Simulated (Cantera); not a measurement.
Feed: 1 mol BF₃, 0.2 mol NH₃, 150 mol H₂, held at 12.0 Pa.

Equilibrium computed with Cantera from the NASA thermochemical tables; the gas is ideal and each condensed phase is pure. Candidate condensed phases: B, BN; 31 gas species. The tables' values for BF₂ are old estimates; treat these amounts as uncertain. Rates play no part.

Task: At 2223 K, list the 4 most abundant gas species with their mole fractions, and the condensed phases.

Result: H₂ 0.550, H 0.434, HF 0.0103, BF 0.00508. Condensed: gas only.
